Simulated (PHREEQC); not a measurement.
A solution holds 0.031 mol NH3, 0.00019 mol H3BO3 and 0.21 mol K3PO4 per kg of water, at 25 °C. Closed to the air; pH follows from the charge balance.

All values are PHREEQC results (ion-association model, phreeqc.dat), not measurements.

### Question
The ionic strength comes out as 1.21 mol/kgw. What activity coefficients do K+, OH-, PO4-3, HPO4-2, KHPO4- get?

### Answer
K+ 0.59, OH- 0.56, PO4-3 0.0086, HPO4-2 0.16, KHPO4- 0.65.

No solid was allowed to form. The ionic strength is past about 0.7 mol/kgw, beyond the range of this activity model, so the values are rough.
